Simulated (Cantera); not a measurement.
An isothermal, constant-pressure homogeneous reactor starts with H₂ : O₂ = 0.037 : 1 (molar parts), equivalence ratio 0.018, at 900 K and 3.90 Torr.

Model: GRI-Mech 3.0 (53 species, 325 reactions), integrated in Cantera. Radical loss at walls, strong at low pressure, is not modelled. Below about 950 K walls govern HO2 and H2O2 in real vessels. The temperature is held fixed by assumption; the heat of reaction is taken as removed at once.

x: mole fraction; the columns are a selection and need not sum to one.

| t (s) | x H₂ | x O₂ | x H | x O | x HO₂ | x H₂O |
|---|---|---|---|---|---|---|
| 0.000700 | 0.0357 | 0.964 | 3.41e-12 | 1.59e-12 | 4.37e-12 | <1e-12 |
| 0.00337 | 0.0357 | 0.964 | 2.57e-11 | 3.53e-11 | 2.16e-11 | 4.07e-11 |
| 0.0162 | 0.0357 | 0.964 | ? | 4.74e-8 | 1.24e-9 | 7.71e-8 |
| 0.0778 | 0.000925 | 0.951 | ? | 0.00944 | 3.43e-6 | 0.0320 |
| 0.374 | 5.23e-5 | 0.963 | ? | 0.00100 | 1.47e-6 | 0.0361 |
| 1.80 | 2.23e-6 | 0.964 | ? | 4.76e-5 | 2.77e-7 | 0.0363 |
| 8.65 | 1.01e-7 | 0.964 | ? | 2.79e-6 | 3.12e-8 | 0.0363 |
| 41.6 | 7.65e-9 | 0.964 | 4.76e-10 | 2.78e-7 | 3.83e-9 | 0.0363 |
| 200 | 9.70e-10 | 0.964 | 2.61e-11 | 4.01e-8 | 6.05e-10 | 0.0363 |

Task: What belongs in the gaps?

Result: 
- 0.0162, x H: 2.86e-8
- 0.0778, x H: 0.00534
- 0.374, x H: 0.000107
- 1.80, x H: 1.05e-6
- 8.65, x H: 1.51e-8
